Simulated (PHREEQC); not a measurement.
A solution holds 190 mmol/kgw ZnSO4 and 1.9 mmol/kgw FeSO4, at 25 °C. Closed to the air; pH follows from the charge balance.

The numbers come from PHREEQC with the ion-association model, phreeqc.dat.

```tsv
quantity	before	after
pH	5.49	2.15
ionic strength (mol/kgw)	0.371	0.390
Zn+2 (mol/kgw)	0.0916	0.0965
SO4-2 (mol/kgw)	0.0623	0.0590
Zn(SO4)2-2 (mol/kgw)	0.0304	0.0272
SI of Zn(OH)2(e) (Zn(OH)2)	-2.18	-8.86
```

Q: Which change was made?
(A) FeSO4 left out
(B) 0.022 mol/kgw HCl added
(C) diluted 2-fold with water
(D) FeSO4 from 0.0019 to 0.0095 mol/kgw

A: B, 0.022 mol/kgw HCl added

This is a speciation only: nothing precipitates in the calculation.
